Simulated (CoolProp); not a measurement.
Computed with CoolProp (reference Helmholtz-energy equation of state, Younglove 1994). It is a modified Benedict-Webb-Rubin equation, recast in Helmholtz form.

Q: Give the vapour pressure (bar), enthalpy of vaporisation (kJ/kg), liquid viscosity (µPa s) of saturated R123 at 209.6, 276.5, 365.8 K.

A: 
```csv
T (K),p (bar),enthalpy of vaporisation (kJ/kg),liquid viscosity (µPa s)
209.6,0.00598,206,1480
276.5,0.380,180,541
365.8,6.64,138,203
```

Viscosity comes from a separate model (Tanaka 1996).
